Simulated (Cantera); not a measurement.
A closed system holds: 1 mol Si2Cl6, 1.4 mol NH3, 66 mol H2, equilibrated at 1.70 mbar.

Equilibrium computed with Cantera from the NASA thermochemical tables; the gas is ideal and each condensed phase is pure. Candidate condensed phases: NH4Cl, Si, Si3N4; 28 gas species. The feed counts by its element totals alone. Mutual solubility and eutectic melting of coexisting phases are not modelled. Rates play no part.

Over these rows the condensed part is Si(s) + Si3N4(s). Partial pressures as log10 of bar:

```json
[
 {"T (K)": "1050", "1000/T (1/K)": "0.9524", "log p SiCl4": "-4.96", "log p H2": "-2.79", "log p HCl": "-4.13"},
 {"T (K)": "1125", "1000/T (1/K)": "0.8889", "log p SiCl4": "?", "log p H2": "-2.80", "log p HCl": "-4.02"},
 {"T (K)": "1200", "1000/T (1/K)": "0.8333", "log p SiCl4": "-6.11", "log p H2": "-2.80", "log p HCl": "-3.98"},
 {"T (K)": "1275", "1000/T (1/K)": "0.7843", "log p SiCl4": "-6.81", "log p H2": "-2.80", "log p HCl": "-3.98"},
 {"T (K)": "1350", "1000/T (1/K)": "0.7407", "log p SiCl4": "-7.46", "log p H2": "-2.80", "log p HCl": "-3.98"},
 {"T (K)": "1425", "1000/T (1/K)": "0.7018", "log p SiCl4": "-8.05", "log p H2": "-2.80", "log p HCl": "-3.99"}
]
```

Task: Fit log p(SiCl4) = a + b·(1000/T) to the five rows, give the apparent enthalpy, and predict the row at 1125 K.

Result: Means: 1000/T = 0.8025, log p = -6.678. Sxy = 0.463913, Sxx = 0.0377096, so b = 12.30 and a = -6.678 − (12.30)×0.8025 = -16.55.
Apparent enthalpy: −19.145 × (12.30) = -235 kJ/mol. With the condensed phases at unit activity, Si(s) + 4 HCl(g) = SiCl4(g) + 2 H2(g) links this pressure to the main gases: over the six rows their terms move log p by +0.58 in all, so the slope isn't that reaction's ΔH° alone. The five rows lie within 0.19 of the line; that is curvature, so one enthalpy describes this range poorly.
Prediction at 1125 K: -16.55 + (12.30)×0.8889 = -5.62. The computed value is -5.44, 0.18 from the line.
